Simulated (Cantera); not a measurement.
Input (Python, Cantera):

```python
import numpy as np
import cantera as ct

gas = ct.Solution("gri30.yaml")
gas.TPX = 1725, 17, {'C2H6': 1, 'N2': 2.4}
inlet = ct.Reservoir(gas, clone=True)

reactor = ct.IdealGasConstPressureReactor(gas, energy="off", clone=False)
exhaust = ct.Reservoir(gas, clone=True)
tau = [4.1, 1.5, 0.54, 0.19, 0.07, 0.025, 0.0092, 0.0033, 0.0012, 0.00044][0]
for a, b in ((inlet, reactor), (reactor, exhaust)):
    ct.MassFlowController(a, b, mdot=lambda t: reactor.mass / tau)
net = ct.ReactorNet([reactor])
show = ['C2H6', 'CH2', 'H', 'H2', 'C2H', 'C2H2', 'HCN']

rows = []
print(f"{'tau/s':>10s}{'T/K':>9s}" + "".join(f"{s:>11s}" for s in show))
for tau in [4.1, 1.5, 0.54, 0.19, 0.07, 0.025, 0.0092, 0.0033, 0.0012, 0.00044]:
    net.initial_time = 0.0
    net.advance(30 * tau)
    before = gas.X
    net.advance(40 * tau)
    drift = np.max(np.abs(gas.X - before) / (gas.X + 1e-9))
    rows.append([gas.T, *gas[show].X, drift])
    print(f"{tau:10.3e}{gas.T:9.1f}" + "".join(f"{x:11.3e}" for x in gas[show].X))
```

Output:

```
     tau/s      T/K       C2H6        CH2          H         H2        C2H       C2H2        HCN
 4.100e+00   1725.0  5.939e-04  2.395e-05  2.452e-03  3.095e-01  8.184e-06  1.646e-01  1.773e-05
 1.500e+00   1725.0  1.565e-03  3.477e-05  2.628e-03  2.818e-01  8.941e-06  1.528e-01  1.035e-05
 5.400e-01   1725.0  4.196e-03  5.032e-05  2.790e-03  2.453e-01  9.568e-06  1.341e-01  6.027e-06
 1.900e-01   1725.0  1.154e-02  7.274e-05  2.868e-03  1.999e-01  9.451e-06  1.051e-01  3.492e-06
 7.000e-02   1725.0  3.009e-02  9.994e-05  2.746e-03  1.510e-01  7.647e-06  6.722e-02  2.042e-06
 2.500e-02   1725.0  7.636e-02  1.216e-04  2.285e-03  9.813e-02  3.904e-06  2.706e-02  1.055e-06
 9.200e-03   1725.0  1.575e-01  1.080e-04  1.532e-03  4.786e-02  9.094e-07  4.853e-03  4.203e-07
 3.300e-03   1725.0  2.392e-01  5.631e-05  7.110e-04  1.213e-02  4.332e-08  2.100e-04  8.393e-08
 1.200e-03   1725.0  2.767e-01  1.430e-05  1.640e-04  1.174e-03  7.400e-11  1.913e-06  2.652e-09
 4.400e-04   1725.0  2.881e-01  1.495e-06  1.980e-05  5.393e-05  2.363e-14  1.395e-08  6.756e-12
```

Detailed kinetics in Cantera: GRI-Mech 3.0 (53 species, 325 reactions). GRI-Mech 3.0 stops at C3 and has no aromatics, soot or wall deposition, so with more carbon than oxygen in the feed, carbon stays in small species such as C2H2 where larger ones or solid carbon would form. Radical loss at walls, strong at low pressure, is not modelled.
